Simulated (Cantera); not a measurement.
A freely propagating, adiabatic, planar premixed flame of H2 : O2 : N2 : H2O = 1 : 0.227 : 1.07 : 0.07 (molar parts), equivalence ratio 2.2, unburnt at 398 K and 0.290 bar; mixture-averaged transport, grid criteria slope 0.08 and curve 0.16, no radiation.

Cantera simulation using the H2/O2 subset of GRI-Mech 3.0, which has no nitrogen chemistry; the numbers are that mechanism's predictions, not measurements. Burning velocities carry a grid error of a few per cent, more on coarse grids.

Question: What does this change do: H2 1 to 1.3 parts?

Answer: 
| quantity | before | after |
|---|---|---|
| laminar burning velocity | 317 cm/s | 279 cm/s |
| thermal thickness | 1.93 mm | 2.06 mm |
| peak x(O) | 0.00223 | 0.00118 |
| peak x(H) | 0.0727 | 0.0597 |
| peak x(H2O2) | 2.36e-5 | 1.90e-5 |

Question: What does this change do: inlet temperature 398 to 700 K?

Answer: 
```tsv
quantity	before	after
laminar burning velocity	317 cm/s	887 cm/s
thermal thickness	1.93 mm	2.54 mm
peak x(O)	0.00223	0.00365
peak x(H)	0.0727	0.103
peak x(H2O2)	2.36e-5	6.06e-7
```
